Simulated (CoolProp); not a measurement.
CH2F2 (R32) at 293.15 K and 1.24 MPa is throttled through a valve to 0.0728 MPa with no heat exchange. Each further row changes one setting.

The numbers come from the reference Helmholtz-energy equation of state, Tillner-Roth 1997 in CoolProp.

```json
[
 {"case": "as stated", "temperature change (K)": "___", "final density (kg/m³)": "___"},
 {"case": "outlet pressure 0.0218 MPa", "temperature change (K)": "___", "final density (kg/m³)": "___"},
 {"case": "outlet pressure 0.0946 MPa", "temperature change (K)": "-37.4", "final density (kg/m³)": "___"}
]
```

Task: Some entries are withheld; supply them.

Result: 
- as stated, temperature change (K): -38.4
- as stated, final density (kg/m³): 1.82
- outlet pressure 0.0218 MPa, temperature change (K): -40.8
- outlet pressure 0.0218 MPa, final density (kg/m³): 0.543
- outlet pressure 0.0946 MPa, final density (kg/m³): 2.36
